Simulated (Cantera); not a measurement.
Input (Python, Cantera):

```python
import numpy as np
import cantera as ct

gas = ct.Solution("gri30.yaml")
gas.TPX = 1475, 200000, {'CH4': 1, 'C2H6': 0.042, 'C3H8': 0.89, 'O2': 9.04, 'N2': 34, 'H2O': 13}
reactor = ct.IdealGasReactor(gas, energy="on", clone=False)
net = ct.ReactorNet([reactor])
net.rtol, net.atol = 1e-08, 1e-16
show = ['CH4', 'C2H6', 'C3H8', 'CH2CO', 'NO']
times = np.geomspace(2e-06, 2, 16)

steps = ct.SolutionArray(gas, extra=["t"])
rows = []
print(f"{'t/s':>10s}{'T/K':>9s}{'P/Pa':>11s}" + "".join(f"{s:>11s}" for s in show))
for t in times:
    while net.time < t:
        t_next = net.step()
        steps.append(gas.state, t=t_next)
    rows.append([np.interp(t, steps.t, y) for y in (steps.T, steps.P, *steps(*show).X.T)])
    print(f"{t:10.3e}{rows[-1][0]:9.1f}{rows[-1][1]:11.4g}" + "".join(f"{x:11.3e}" for x in rows[-1][2:]))
rate = np.gradient(steps.T, steps.t)
print("integrator steps:", len(steps.t))
if steps.T.max() > steps.T[0] + 200:
    print(f"time of steepest temperature rise: {steps.t[rate.argmax()]:.4e} s")
gas.TPX = 1475, 200000, {'CH4': 1, 'C2H6': 0.042, 'C3H8': 0.89, 'O2': 9.04, 'N2': 34, 'H2O': 13}
gas.equilibrate("UV")
print(f"equilibrium (UV): T = {gas.T:.1f} K  " + "  ".join(f"{s} {gas[s].X[0]:.3e}" for s in show))
```

It prints:

```
       t/s      T/K       P/Pa        CH4       C2H6       C3H8      CH2CO         NO
 2.000e-06   1473.9  1.999e+05  1.724e-02  7.224e-04  1.522e-02  1.667e-08  3.179e-14
 5.024e-06   1472.3  1.997e+05  1.722e-02  7.277e-04  1.496e-02  3.201e-07  2.091e-13
 1.262e-05   1470.6  1.997e+05  1.716e-02  8.592e-04  1.407e-02  5.266e-06  1.844e-12
 3.170e-05   1473.3  2.006e+05  1.704e-02  1.466e-03  1.155e-02  6.076e-05  1.188e-11
 7.962e-05   1573.6  2.184e+05  1.382e-02  1.404e-03  1.822e-03  1.684e-03  1.325e-09
 2.000e-04   2592.8  3.622e+05  2.252e-16  3.152e-31  1.116e-45  8.914e-19  2.821e-04
 5.024e-04   2591.6   3.62e+05  2.251e-16  3.147e-31  1.112e-45  8.868e-19  1.060e-03
 1.262e-03   2588.8  3.616e+05  2.250e-16  3.139e-31  1.107e-45  8.773e-19  2.827e-03
 3.170e-03   2583.7  3.608e+05  2.248e-16  3.124e-31  1.096e-45  8.589e-19  6.023e-03
 7.962e-03   2578.9    3.6e+05  2.246e-16  3.108e-31  1.086e-45  8.410e-19  8.985e-03
 2.000e-02   2577.9  3.599e+05  2.246e-16  3.105e-31  1.084e-45  8.371e-19  9.614e-03
 5.024e-02   2577.9  3.599e+05  2.246e-16  3.105e-31  1.084e-45  8.370e-19  9.622e-03
 1.262e-01   2577.9  3.599e+05  2.246e-16  3.105e-31  1.084e-45  8.370e-19  9.622e-03
 3.170e-01   2577.9  3.599e+05  2.246e-16  3.105e-31  1.084e-45  8.370e-19  9.622e-03
 7.962e-01   2577.9  3.599e+05  2.246e-16  3.105e-31  1.084e-45  8.370e-19  9.622e-03
 2.000e+00   2577.9  3.599e+05  2.246e-16  3.105e-31  1.084e-45  8.370e-19  9.622e-03
integrator steps: 1802
time of steepest temperature rise: 8.9727e-05 s
equilibrium (UV): T = 2577.9 K  CH4 2.987e-16  C2H6 4.757e-31  C3H8 1.697e-45  CH2CO 9.849e-19  NO 9.622e-03
```

Cantera simulation using GRI-Mech 3.0 (53 species, 325 reactions); the numbers are that mechanism's predictions, not measurements. GRI-Mech 3.0 was tuned for natural gas; its chemistry of propane as a main component is partial and can be far from experiment.
